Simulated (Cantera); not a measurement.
What does this Cantera script print?

```python
import numpy as np
import cantera as ct

gas = ct.Solution("gri30.yaml")
gas.TPX = 1675, 100000, {'CO': 1, 'H2': 0.51, 'O2': 1.68, 'N2': 6.31}
reactor = ct.IdealGasReactor(gas, energy="on", clone=False)
net = ct.ReactorNet([reactor])
net.rtol, net.atol = 1e-08, 1e-16
show = ['CO', 'H2', 'O2', 'NO2', 'CO2', 'NO', 'N2O']
times = np.geomspace(3e-06, 2, 14)

steps = ct.SolutionArray(gas, extra=["t"])
rows = []
print(f"{'t/s':>10s}{'T/K':>9s}{'P/Pa':>11s}" + "".join(f"{s:>11s}" for s in show))
for t in times:
    while net.time < t:
        t_next = net.step()
        steps.append(gas.state, t=t_next)
    rows.append([np.interp(t, steps.t, y) for y in (steps.T, steps.P, *steps(*show).X.T)])
    print(f"{t:10.3e}{rows[-1][0]:9.1f}{rows[-1][1]:11.4g}" + "".join(f"{x:11.3e}" for x in rows[-1][2:]))
rate = np.gradient(steps.T, steps.t)
print("integrator steps:", len(steps.t))
if steps.T.max() > steps.T[0] + 200:
    print(f"time of steepest temperature rise: {steps.t[rate.argmax()]:.4e} s")
gas.TPX = 1675, 100000, {'CO': 1, 'H2': 0.51, 'O2': 1.68, 'N2': 6.31}
gas.equilibrate("UV")
print(f"equilibrium (UV): T = {gas.T:.1f} K  " + "  ".join(f"{s} {gas[s].X[0]:.3e}" for s in show))
```

Result:

```
       t/s      T/K       P/Pa         CO         H2         O2        NO2        CO2         NO        N2O
 3.000e-06   1675.0      1e+05  1.053e-01  5.367e-02  1.768e-01  4.439e-18  1.551e-06  3.587e-13  9.534e-12
 8.416e-06   1675.4      1e+05  1.051e-01  5.194e-02  1.757e-01  2.828e-14  1.716e-04  2.201e-10  9.515e-10
 2.361e-05   1832.8  1.086e+05  7.490e-02  4.293e-03  1.227e-01  2.728e-09  3.113e-02  7.446e-06  2.744e-07
 6.624e-05   2201.4  1.278e+05  4.363e-02  4.459e-03  1.080e-01  2.693e-08  6.463e-02  7.509e-05  3.823e-07
 1.858e-04   2557.6  1.452e+05  3.141e-02  2.665e-03  1.083e-01  3.204e-07  7.927e-02  5.988e-04  7.328e-07
 5.213e-04   2706.3  1.522e+05  2.316e-02  1.827e-03  1.061e-01  2.157e-06  8.860e-02  3.403e-03  1.132e-06
 1.462e-03   2701.3  1.518e+05  2.254e-02  1.783e-03  1.030e-01  6.257e-06  8.932e-02  9.932e-03  1.176e-06
 4.103e-03   2691.3  1.511e+05  2.204e-02  1.752e-03  9.928e-02  1.104e-05  8.990e-02  1.772e-02  1.262e-06
 1.151e-02   2688.1  1.509e+05  2.189e-02  1.742e-03  9.813e-02  1.249e-05  9.008e-02  2.011e-02  1.298e-06
 3.229e-02   2688.1  1.509e+05  2.188e-02  1.742e-03  9.811e-02  1.252e-05  9.008e-02  2.016e-02  1.298e-06
 9.058e-02   2688.1  1.509e+05  2.188e-02  1.742e-03  9.811e-02  1.252e-05  9.008e-02  2.016e-02  1.298e-06
 2.541e-01   2688.1  1.509e+05  2.188e-02  1.742e-03  9.811e-02  1.252e-05  9.008e-02  2.016e-02  1.298e-06
 7.129e-01   2688.1  1.509e+05  2.188e-02  1.742e-03  9.811e-02  1.252e-05  9.008e-02  2.016e-02  1.298e-06
 2.000e+00   2688.1  1.509e+05  2.188e-02  1.742e-03  9.811e-02  1.252e-05  9.008e-02  2.016e-02  1.298e-06
integrator steps: 1271
time of steepest temperature rise: 1.4729e-05 s
equilibrium (UV): T = 2688.1 K  CO 2.188e-02  H2 1.742e-03  O2 9.811e-02  NO2 1.252e-05  CO2 9.008e-02  NO 2.016e-02  N2O 1.298e-06
```

Model: GRI-Mech 3.0 (53 species, 325 reactions), integrated in Cantera.
